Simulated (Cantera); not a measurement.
An isothermal, constant-pressure homogeneous reactor starts with 31.1 % H2, 32.8 % O2, 36.1 % N2, at 1250 K and 570 Pa.

Computed with Cantera and the H2/O2 subset of GRI-Mech 3.0, which has no nitrogen chemistry. Radical loss at walls, strong at low pressure, is not modelled. The temperature is held fixed by assumption; the heat of reaction is taken as removed at once.

x: mole fraction; the columns are a selection and need not sum to one.

```json
[
 {"t (s)": "0.000900", "x H2": "0.311", "x O2": "0.328", "x H": "1.35e-6", "x HO2": "8.97e-8", "x H2O2": "6.44e-10", "x H2O": "1.59e-6", "x OH": "1.96e-7"},
 {"t (s)": "0.00181", "x H2": "0.311", "x O2": "0.328", "x H": "0.000151", "x HO2": "2.65e-7", "x H2O2": "[?]", "x H2O": "0.000187", "x OH": "2.18e-5"},
 {"t (s)": "0.00366", "x H2": "0.0651", "x O2": "0.215", "x H": "0.133", "x HO2": "1.37e-6", "x H2O2": "[?]", "x H2O": "0.174", "x OH": "0.0124"},
 {"t (s)": "0.00738", "x H2": "0.0287", "x O2": "0.194", "x H": "0.143", "x HO2": "1.38e-6", "x H2O2": "8.41e-8", "x H2O": "0.208", "x OH": "0.0108"},
 {"t (s)": "0.0149", "x H2": "0.0282", "x O2": "0.195", "x H": "0.133", "x HO2": "1.42e-6", "x H2O2": "8.93e-8", "x H2O": "0.216", "x OH": "0.0107"},
 {"t (s)": "0.0300", "x H2": "0.0268", "x O2": "0.196", "x H": "0.116", "x HO2": "1.49e-6", "x H2O2": "[?]", "x H2O": "0.233", "x OH": "0.0105"},
 {"t (s)": "0.0605", "x H2": "0.0236", "x O2": "0.197", "x H": "0.0853", "x HO2": "1.61e-6", "x H2O2": "[?]", "x H2O": "0.262", "x OH": "0.00988"},
 {"t (s)": "0.122", "x H2": "0.0169", "x O2": "0.199", "x H": "0.0444", "x HO2": "1.77e-6", "x H2O2": "[?]", "x H2O": "0.305", "x OH": "0.00838"},
 {"t (s)": "0.246", "x H2": "0.00767", "x O2": "0.201", "x H": "0.0121", "x HO2": "1.78e-6", "x H2O2": "[?]", "x H2O": "0.345", "x OH": "0.00567"},
 {"t (s)": "0.496", "x H2": "0.00193", "x O2": "0.203", "x H": "0.00145", "x HO2": "1.35e-6", "x H2O2": "[?]", "x H2O": "0.363", "x OH": "0.00285"},
 {"t (s)": "1.00", "x H2": "0.000367", "x O2": "0.203", "x H": "0.000118", "x HO2": "6.00e-7", "x H2O2": "[?]", "x H2O": "0.368", "x OH": "0.00124"}
]
```

**Question.** Fill in the missing entries.

**Answer.** 
- 0.00181, x H2O2: 2.80e-9
- 0.00366, x H2O2: 1.12e-7
- 0.0300, x H2O2: 9.98e-8
- 0.0605, x H2O2: 1.21e-7
- 0.122, x H2O2: 1.55e-7
- 0.246, x H2O2: 1.81e-7
- 0.496, x H2O2: 1.39e-7
- 1.00, x H2O2: 6.70e-8
